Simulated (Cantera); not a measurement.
Equilibrium for carbon deposition, reforming and gasification: CH4 + H2

Charge: 1 mol CH4, a varied amount of H2, at 1 atm.

Method: chemical equilibrium by Gibbs-energy minimisation in Cantera with the NASA 1993 tables (ideal gas, pure condensed phases). Candidate condensed phases: C, C6H6, C7H8, C8H18; 76 gas species. Rates play no part.

Map the stable condensed phases over T = 825, 850, 875, 900, 925, 950, 975, 1000, 1025, 1050 K and n(H2) in mol = 0.44, 0.59, 0.78, 1, 1.4, 1.8, 2.4, 3.3, 4.3, 5.7.


```
T in K \ n(H2) in mol
         0.44 0.59 0.78    1  1.4  1.8  2.4  3.3  4.3  5.7
   1050     A    A    A    A    A    A    A    A    A    A
   1025     A    A    A    A    A    A    A    A    A    A
   1000     A    A    A    A    A    A    A    A    A    A
    975     A    A    A    A    A    A    A    A    A    A
    950     A    A    A    A    A    A    A    A    A    A
    925     A    A    A    A    A    A    A    A    A    B
    900     A    A    A    A    A    A    A    A    B    B
    875     A    A    A    A    A    A    A    B    B    B
    850     A    A    A    A    A    A    B    B    B    B
    825     A    A    A    A    A    B    B    B    B    B
```
A: C; B: gas only.
